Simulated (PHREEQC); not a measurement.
Dissolve 0.22 mol Cu(NO3)2, 1.2 mol HCl and 0.87 mol KCl per kg of water at 47 °C. Closed to the air; pH follows from the charge balance.

Computed with PHREEQC (ion-association model, wateq4f.dat).

Task: The ionic strength comes out as 2.38 mol/kgw. What activity coefficients do CuCl+, K+, CuCl3-, Cl-, H+ get?

Result: CuCl+ 0.54, K+ 0.55, CuCl3- 0.54, Cl- 0.55, H+ 0.71.

No solid was allowed to form. Ionic strength above about 0.7 mol/kgw puts this run outside the model's range. Complexes and solids missing from the database can't appear. Away from 25 °C the constants follow the database's enthalpies or fits; those with neither stay at their 25 °C values.
